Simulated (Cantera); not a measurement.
What does this Cantera script print?

```python
import numpy as np
import cantera as ct

gas_names = """
    B BF BF2 BF3 BN B2 F F2 N NF NF2 NF3 N2
""".split()
cond_names = """
    B(b) B(L) BN(s)
""".split()


# ... load() reads the species with a 1 bar reference pressure and builds the phases ...
atoms = {
    'BN': {'B': 1, 'N': 1},
    'NF3': {'N': 1, 'F': 3},
    'N2': {'N': 2},
}
top_T = {'BN(s)': 3200}  # K; cautious upper limits of use, not melting points


# ... equilibrate(T, P, feed) seeds the gas with the atoms and calls Mixture.equilibrate('TP', solver="vcs", rtol=1e-11, max_steps=5000) ...
results = []
feed = {'BN': 1, 'NF3': 2.1, 'N2': 19}  # mol
P = 100000  # Pa
for T in [775, 875, 975, 1075, 1175, 1275, 1375, 1475, 1575, 1675, 1775, 1875, 1975]:
    mix = equilibrate(T, P, feed)
    results.append((T, P, feed, dict(zip(mix.species_names, mix.species_moles))))
    x = sorted(zip(gas.X, gas.species_names), reverse=True)
    print(f"T = {T:g} K  P = {P:g} Pa  gas = {mix.phase_moles(0):.4g} mol")
    print("   x: " + "  ".join(f"{s} {v:.3e}" for v, s in x if v > 1e-05))
    print("   condensed (mol): " + ("  ".join(f"{mix.phase(i).name} {mix.phase_moles(i):.4g}"
          for i in range(1, mix.n_phases) if mix.phase_moles(i) > 1e-12) or "none"))
```

It prints:

```
T = 775 K  P = 100000 Pa  gas = 22.27 mol
   x: N2 9.017e-01  BF3 4.489e-02  NF3 4.186e-02  F2 1.100e-02  F 5.865e-04
   condensed (mol): none
T = 875 K  P = 100000 Pa  gas = 22.72 mol
   x: N2 8.929e-01  BF3 4.402e-02  F2 3.513e-02  NF3 2.351e-02  F 4.478e-03
   condensed (mol): none
T = 975 K  P = 100000 Pa  gas = 23.24 mol
   x: N2 8.807e-01  F2 5.212e-02  BF3 4.302e-02  F 1.738e-02  NF3 6.781e-03
   condensed (mol): none
T = 1075 K  P = 100000 Pa  gas = 23.67 mol
   x: N2 8.675e-01  F2 4.660e-02  F 4.233e-02  BF3 4.225e-02  NF3 1.297e-03
   condensed (mol): none
T = 1175 K  P = 100000 Pa  gas = 24.1 mol
   x: N2 8.525e-01  F 7.529e-02  BF3 4.149e-02  F2 3.051e-02  NF3 2.012e-04
   condensed (mol): none
T = 1275 K  P = 100000 Pa  gas = 24.47 mol
   x: N2 8.397e-01  F 1.040e-01  BF3 4.086e-02  F2 1.537e-02  NF3 2.573e-05
   condensed (mol): none
T = 1375 K  P = 100000 Pa  gas = 24.69 mol
   x: N2 8.324e-01  F 1.205e-01  BF3 4.051e-02  F2 6.588e-03
   condensed (mol): none
T = 1475 K  P = 100000 Pa  gas = 24.78 mol
   x: N2 8.292e-01  F 1.277e-01  BF3 4.035e-02  F2 2.751e-03
   condensed (mol): none
T = 1575 K  P = 100000 Pa  gas = 24.82 mol
   x: N2 8.280e-01  F 1.305e-01  BF3 4.029e-02  F2 1.211e-03
   condensed (mol): none
T = 1675 K  P = 100000 Pa  gas = 24.84 mol
   x: N2 8.274e-01  F 1.317e-01  BF3 4.026e-02  F2 5.746e-04
   condensed (mol): none
T = 1775 K  P = 100000 Pa  gas = 24.84 mol
   x: N2 8.272e-01  F 1.322e-01  BF3 4.025e-02  F2 2.938e-04
   condensed (mol): none
T = 1875 K  P = 100000 Pa  gas = 24.85 mol
   x: N2 8.271e-01  F 1.325e-01  BF3 4.025e-02  F2 1.606e-04
   condensed (mol): none
T = 1975 K  P = 100000 Pa  gas = 24.85 mol
   x: N2 8.270e-01  F 1.326e-01  BF3 4.025e-02  F2 9.313e-05
   condensed (mol): none
```

Method: chemical equilibrium by Gibbs-energy minimisation in Cantera with the NASA 1993 tables (ideal gas, pure condensed phases).
